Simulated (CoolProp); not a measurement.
A single-stage vapour-compression cycle with propyne: evaporating at 328.15 K (dew point), condensing at 376.15 K (bubble point), superheat 10 K, subcooling 5 K, compressor efficiency 0.65, no pressure losses. Each further row changes one setting.

Values from CoolProp's reference Helmholtz-energy equation of state, Polt 1992. This equation is an older, rougher fit; its heat capacities, sound speeds and derivatives of the liquid may be far off and weren't checked against measurements.

```csv
case,cooling COP,pressure ratio,discharge temperature (K),refrigerating effect (kJ/kg),volumetric capacity (kJ/m³)
as stated,3.29,2.76,409.4,305,6670
evaporating temperature 333.15 K,3.81,2.45,406.6,309,7630
condensing temperature 371.15 K,3.84,2.51,402.5,323,7060
subcooling 10 K,3.49,2.76,409.4,324,7070
superheat 20 K,3.32,2.76,419.9,326,6760
compressor efficiency 0.55,2.79,2.76,416.1,305,6670
```
